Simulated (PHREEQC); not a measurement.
Consider water at 20 °C with 6.6 mmol/kgw K2HPO4 and 0.22 mmol/kgw H3AsO4. Closed to the air; pH follows from the charge balance.

The numbers come from PHREEQC with the ion-association model, wateq4f.dat.

```tsv
quantity	before	after
pH	8.20	8.30
KHPO4- (mol/kgw)	9.08e-5	1.30e-6
```

Question: Which change was made?
A. diluted 10-fold with water
B. temperature from 20 to 85 °C
C. 0.00021 mol/kgw Na2SeO3 added
D. K2HPO4 replaced by KH2PO4 at the same molality
E. H3AsO4 from 0.00022 to 0.000198 mol/kgw

Answer: A, diluted 10-fold with water

This is a speciation only: nothing precipitates in the calculation. H3PO4, which wateq4f.dat lacks, is added to it with the constant of phreeqc.dat.
